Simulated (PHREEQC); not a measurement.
Dissolve 0.029 mol/kgw MgCl2 and 0.36 mol/kgw NaHCO3 at 25 °C and 500 atm. Closed to the air; pH follows from the charge balance.

Equilibrium calculation in PHREEQC: ion-association model, phreeqc.dat.

This is a speciation only: nothing precipitates in the calculation.

Question: What pH, specific conductance, density does the model give?

Answer: pH 7.55; specific conductance 25800 µS/cm; density 1.042 g/cm³.

Question: In which forms is Mg present?

Answer: MgHCO3+ 50 %, Mg+2 43 %, MgCO3 6.5 % of the Mg.

Complexes and solids missing from the database can't appear. Under pressure, the constants of complexes without a molar volume in the database are unreliable.
